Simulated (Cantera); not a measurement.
Equilibrium for titanium nitride, carbide and oxide coatings: Ti(OiPr)4 + H2O + NH3

Feed: 1 mol Ti(OiPr)4, 2.2 mol H2O, 35 mol NH3, held at 210 Pa.

Method: chemical equilibrium by Gibbs-energy minimisation in Cantera with the NASA 1993 tables (ideal gas, pure condensed phases). Candidate condensed phases: C, C6H6, C7H8, C8H18, H2O, Ti, TiC, TiN, TiO, TiO2, Ti2O3, Ti3O5, Ti4O7; 139 gas species. The feed counts by its element totals alone. TiC: taken at fixed stoichiometry. Equilibrium is a limit: real reactors are often held back by kinetics, nucleation or transport.

| T (°C) | log p H2 | log p N2 | log p CO | log p H | log p HCN | log p C2H2 (acetylene) | log p HNC | n C(graphite) | n TiC(s) |
|---|---|---|---|---|---|---|---|---|---|
| 1175 | -2.81 | -3.40 | -3.85 | -6.44 | -6.24 | -8.13 | -8.09 | 4.77 | 1.00 |
| 1225 | -2.81 | -3.40 | -3.85 | -6.17 | -6.09 | -7.86 | -7.86 | 4.76 | 1.00 |
| 1275 | -2.81 | -3.40 | -3.85 | -5.92 | -5.94 | -7.61 | -7.64 | 4.75 | 1.00 |
| 1325 | -2.81 | -3.40 | -3.85 | -5.68 | -5.80 | -7.38 | -7.44 | 4.72 | 1.00 |
| 1375 | -2.81 | -3.40 | -3.85 | -5.45 | -5.67 | -7.16 | -7.25 | 4.70 | 1.00 |
| 1425 | -2.81 | -3.40 | -3.85 | -5.24 | -5.55 | -6.95 | -7.07 | 4.66 | 1.00 |
| 1475 | -2.81 | -3.40 | -3.85 | -5.05 | -5.43 | -6.76 | -6.90 | 4.62 | 1.00 |
| 1525 | -2.81 | -3.40 | -3.85 | -4.86 | -5.32 | -6.57 | -6.75 | 4.56 | 1.00 |
| 1575 | -2.81 | -3.41 | -3.85 | -4.68 | -5.22 | -6.40 | -6.60 | 4.49 | 1.000 |
| 1625 | -2.82 | -3.41 | -3.85 | -4.51 | -5.13 | -6.24 | -6.46 | 4.40 | 1.000 |
| 1675 | -2.82 | -3.41 | -3.86 | -4.36 | -5.04 | -6.09 | -6.32 | 4.30 | 1.000 |
| 1725 | -2.82 | -3.41 | -3.86 | -4.21 | -4.95 | -5.94 | -6.20 | 4.17 | 1.000 |
log p: log10 of the partial pressure in bar; n: condensed amount in mol.

From 1175 °C to 1725 °C the condensed part is C(graphite) + TiC(s).
